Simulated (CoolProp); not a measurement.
A simple Rankine cycle with cyclohexane: condensing at 296.15 K, boiler at 1.71 MPa, turbine inlet 503.7 K, turbine efficiency 0.8, pump efficiency 0.8, no recuperator. Each further row changes one setting.

Model: reference Helmholtz-energy equation of state, Zhou 2014, in CoolProp.

```tsv
case	thermal efficiency (%)	net work (kJ/kg)	heat in (kJ/kg)	turbine exit temperature (K)	volume ratio over the turbine
as stated	22.2	160	721	405.0	152
turbine inlet 523.7 K	22.0	170	773	427.5	147
condensing temperature 288.15 K	23.3	171	736	398.7	219
boiler pressure 1.2 MPa	21.0	155	737	416.3	98.5
turbine efficiency 0.7	19.4	140	721	416.0	156
```
